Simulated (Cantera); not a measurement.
Adiabatic ignition

An adiabatic, constant-pressure homogeneous reactor starts with CH4 : C2H6 : C3H8 : O2 : N2 : CO2 : H2 = 1 : 0.065 : 0.46 : 11.3 : 42.6 : 8 : 0.1 (molar parts), at 1575 K and 7500 Torr.

Detailed kinetics in Cantera: GRI-Mech 3.0 (53 species, 325 reactions).

| t (s) | T (K) | x CH4 | x C2H6 | x C3H8 | x H2 | x CH3 |
|---|---|---|---|---|---|---|
| 1.00e-6 | 1574 | 0.0157 | 0.00101 | 0.00704 | 0.00161 | 0.000212 |
| 2.74e-6 | 1573 | 0.0155 | 0.00104 | 0.00644 | 0.00175 | 0.000549 |
| 7.53e-6 | 1588 | 0.0143 | 0.00125 | 0.00387 | 0.00280 | 0.000752 |
| 2.07e-5 | 2097 | <1e-12 | <1e-12 | <1e-12 | 0.000814 | 3.11e-12 |
| 5.67e-5 | 2248 | <1e-12 | <1e-12 | <1e-12 | 0.000184 | <1e-12 |
| 0.000156 | 2266 | <1e-12 | <1e-12 | <1e-12 | 0.000107 | <1e-12 |
| 0.000427 | 2266 | <1e-12 | <1e-12 | <1e-12 | 0.000106 | <1e-12 |
| 0.00117 | 2266 | <1e-12 | <1e-12 | <1e-12 | 0.000106 | <1e-12 |
| 0.00321 | 2265 | <1e-12 | <1e-12 | <1e-12 | 0.000105 | <1e-12 |
| 0.00882 | 2263 | <1e-12 | <1e-12 | <1e-12 | 0.000104 | <1e-12 |
| 0.0242 | 2258 | <1e-12 | <1e-12 | <1e-12 | 0.000102 | <1e-12 |
| 0.0664 | 2252 | <1e-12 | <1e-12 | <1e-12 | 9.91e-5 | <1e-12 |
| 0.182 | 2249 | <1e-12 | <1e-12 | <1e-12 | 9.77e-5 | <1e-12 |
| 0.500 | 2248 | <1e-12 | <1e-12 | <1e-12 | 9.76e-5 | <1e-12 |
x: mole fraction; the columns are a selection and need not sum to one.

```yaml
time_of_steepest_temperature_rise: 15.1 µs
temperature at 0.500 s: 2248 K
equilibrium_temperature: 2248 K
x(CH4) at 0.500 s: <1e-12 (gas-phase equilibrium <1e-12)
x(C2H6) at 0.500 s: <1e-12 (gas-phase equilibrium <1e-12)
x(C3H8) at 0.500 s: <1e-12 (gas-phase equilibrium <1e-12)
```
